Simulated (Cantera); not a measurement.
## Fluorocarbon and chlorocarbon gases: CH2F2 + F2

Input: 1 mol CH2F2, 2.3 mol F2, at 3473.15 K and 0.375 Torr.

Equilibrium computed with Cantera from the NASA thermochemical tables; the gas is ideal and each condensed phase is pure. Candidate condensed phases: C, C6H6, C7H8, C8H18; 95 gas species. Equilibrium is a limit: real reactors are often held back by kinetics, nucleation or transport.

- x(F): 0.683
- x(H): 0.196
- x(C): 0.0977
- x(HF): 0.0167
- x(CF): 0.00362
- x(C2): 0.00208
- x(C3): 0.000371
- x(H2): 6.25e-5
- x(C2H): 4.80e-6
- gas amount: 9.382 mol
- log10 activity of C(graphite) (absent): -1.70
